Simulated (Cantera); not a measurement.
What does this Cantera script print?

```python
import numpy as np
import cantera as ct

gas = ct.Solution("gri30.yaml")
gas.TPX = 700, 210000, {'C2H6': 1, 'O2': 2.69, 'N2': 10.1, 'CO2': 1.8}
inlet = ct.Reservoir(gas, clone=True)
gas.equilibrate("HP")  # start burning
reactor = ct.IdealGasConstPressureReactor(gas, energy="on", clone=False)
exhaust = ct.Reservoir(gas, clone=True)
tau = [0.049, 0.022, 0.01, 0.0047, 0.0022, 0.001, 0.00046, 0.00021, 9.7e-05, 4.5e-05][0]
for a, b in ((inlet, reactor), (reactor, exhaust)):
    ct.MassFlowController(a, b, mdot=lambda t: reactor.mass / tau)
net = ct.ReactorNet([reactor])
show = ['C2H6', 'O2', 'CO2', 'CO', 'CH2O']

rows = []
print(f"{'tau/s':>10s}{'T/K':>9s}" + "".join(f"{s:>11s}" for s in show))
for tau in [0.049, 0.022, 0.01, 0.0047, 0.0022, 0.001, 0.00046, 0.00021, 9.7e-05, 4.5e-05]:
    net.initial_time = 0.0
    net.advance(30 * tau)
    before = gas.X
    net.advance(40 * tau)
    drift = np.max(np.abs(gas.X - before) / (gas.X + 1e-9))
    rows.append([gas.T, *gas[show].X, drift])
    print(f"{tau:10.3e}{gas.T:9.1f}" + "".join(f"{x:11.3e}" for x in gas[show].X))
```

Result:

```
     tau/s      T/K       C2H6         O2        CO2         CO       CH2O
 4.900e-02   2143.7  5.428e-07  3.073e-04  1.450e-01  7.950e-02  1.161e-06
 2.200e-02   2135.9  1.076e-06  5.232e-04  1.445e-01  7.977e-02  1.826e-06
 1.000e-02   2124.9  2.080e-06  8.718e-04  1.439e-01  8.020e-02  2.872e-06
 4.700e-03   2110.8  3.884e-06  1.386e-03  1.430e-01  8.081e-02  4.527e-06
 2.200e-03   2092.4  7.298e-06  2.137e-03  1.418e-01  8.167e-02  7.402e-06
 1.000e-03   2068.8  1.430e-05  3.237e-03  1.401e-01  8.285e-02  1.294e-05
 4.600e-04   2041.1  2.882e-05  4.774e-03  1.379e-01  8.436e-02  2.387e-05
 2.100e-04   2006.8  6.340e-05  7.225e-03  1.348e-01  8.646e-02  4.843e-05
 9.700e-05   1950.3  1.752e-04  1.268e-02  1.292e-01  8.990e-02  1.180e-04
 4.500e-05    700.0  6.414e-02  1.725e-01  1.155e-01  2.851e-16  8.623e-18
```

Cantera simulation using GRI-Mech 3.0 (53 species, 325 reactions); the numbers are that mechanism's predictions, not measurements.
